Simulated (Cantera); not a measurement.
Charge: 1 mol B, 1.8 mol Cl2, 2.8 mol H2, held at 900 K and 101000 Pa.

These are equilibrium values from Cantera (NASA tables, ideal gas, pure condensed phases), not measurements of a reactor. Candidate condensed phases: B; 13 gas species. Gases not in the tables: BHCl2. The numbers say what is thermodynamically allowed, not how fast it happens.

Base state: H2 0.610, BCl3 0.244, HCl 0.146 (mole fractions); condensed: gas only.

Problem. What changes in the equilibrium state with this change: Cl2 from 1.8 to 0.037 mol?

Solution. 
| species | before | after |
|---|---|---|
| H2 | 0.610 | 0.983 |
| HCl | 0.146 | 0.0128 |
| BCl3 | 0.244 | 0.00446 |
| B(s), mol | 0 | 0.987 |
